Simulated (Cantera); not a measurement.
Feed: 1 mol Fe2O3, 0.31 mol O2, at 1248.15 K and 1 atm.

Cantera equilibrium calculation (NASA polynomials, part measured and part estimated; ideal gas, pure solids and liquids). Candidate condensed phases: Fe, FeO, Fe2O3, Fe3O4; 5 gas species. The numbers say what is thermodynamically allowed, not how fast it happens.

Base state: O2 1.00 (mole fractions); condensed: Fe2O3(s).

### Question
What changes in the equilibrium state with this change: temperature from 1248.15 K to 1773 K?

### Answer
```
species         before    after
-------------  -------  -------
O2                1.00    1.000
O              6.63e-8  9.33e-5
Fe2O3(s), mol     1.00        0
Fe3O4(s), mol        0    0.667
```
